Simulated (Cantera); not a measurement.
An isothermal, constant-pressure homogeneous reactor starts with 12.3 % H₂, 87.7 % O₂, at 1473 K and 10.00 Torr.

Detailed kinetics in Cantera: the H2/O2 subset of GRI-Mech 3.0, which has no nitrogen chemistry. Radical loss at walls, strong at low pressure, is not modelled. The temperature is held fixed by assumption; the heat of reaction is taken as removed at once.

x: mole fraction; the columns are a selection and need not sum to one.

```json
[
 {"t (s)": "9.00e-6", "x H₂": "0.123", "x O₂": "0.877", "x H₂O": "2.05e-9", "x HO₂": "?", "x H": "4.90e-8", "x OH": "1.19e-8", "x O": "1.22e-8"},
 {"t (s)": "2.51e-5", "x H₂": "0.123", "x O₂": "0.877", "x H₂O": "3.55e-8", "x HO₂": "?", "x H": "1.25e-7", "x OH": "7.08e-8", "x O": "7.61e-8"},
 {"t (s)": "7.00e-5", "x H₂": "0.123", "x O₂": "0.877", "x H₂O": "6.19e-7", "x HO₂": "?", "x H": "5.31e-7", "x OH": "4.85e-7", "x O": "5.49e-7"},
 {"t (s)": "0.000195", "x H₂": "0.123", "x O₂": "0.877", "x H₂O": "3.03e-5", "x HO₂": "?", "x H": "1.45e-5", "x OH": "1.48e-5", "x O": "1.71e-5"},
 {"t (s)": "0.000545", "x H₂": "0.0405", "x O₂": "0.819", "x H₂O": "0.0607", "x HO₂": "?", "x H": "0.0236", "x OH": "0.0197", "x O": "0.0369"},
 {"t (s)": "0.00152", "x H₂": "0.00429", "x O₂": "0.786", "x H₂O": "0.0994", "x HO₂": "3.32e-6", "x H": "0.0240", "x OH": "0.0146", "x O": "0.0719"},
 {"t (s)": "0.00424", "x H₂": "0.00408", "x O₂": "0.791", "x H₂O": "0.101", "x HO₂": "3.31e-6", "x H": "0.0219", "x OH": "0.0143", "x O": "0.0674"},
 {"t (s)": "0.0118", "x H₂": "0.00351", "x O₂": "0.804", "x H₂O": "0.106", "x HO₂": "3.27e-6", "x H": "0.0169", "x OH": "0.0133", "x O": "0.0564"},
 {"t (s)": "0.0330", "x H₂": "0.00230", "x O₂": "0.828", "x H₂O": "0.115", "x HO₂": "3.01e-6", "x H": "0.00836", "x OH": "0.0110", "x O": "0.0351"},
 {"t (s)": "0.0921", "x H₂": "0.000832", "x O₂": "0.854", "x H₂O": "0.125", "x HO₂": "?", "x H": "0.00171", "x OH": "0.00668", "x O": "0.0121"},
 {"t (s)": "0.257", "x H₂": "0.000161", "x O₂": "0.866", "x H₂O": "0.129", "x HO₂": "?", "x H": "0.000141", "x OH": "0.00296", "x O": "0.00229"},
 {"t (s)": "0.717", "x H₂": "2.67e-5", "x O₂": "0.868", "x H₂O": "0.130", "x HO₂": "?", "x H": "9.50e-6", "x OH": "0.00121", "x O": "0.000379"},
 {"t (s)": "2.00", "x H₂": "5.43e-6", "x O₂": "0.869", "x H₂O": "0.131", "x HO₂": "?", "x H": "8.70e-7", "x OH": "0.000545", "x O": "7.69e-5"}
]
```

Question: What belongs in the gaps?

Answer: 
- 9.00e-6, x HO₂: 5.92e-8
- 2.51e-5, x HO₂: 1.65e-7
- 7.00e-5, x HO₂: 4.60e-7
- 0.000195, x HO₂: 1.28e-6
- 0.000545, x HO₂: 3.04e-6
- 0.0921, x HO₂: 2.03e-6
- 0.257, x HO₂: 7.48e-7
- 0.717, x HO₂: 2.16e-7
- 2.00, x HO₂: 1.36e-7
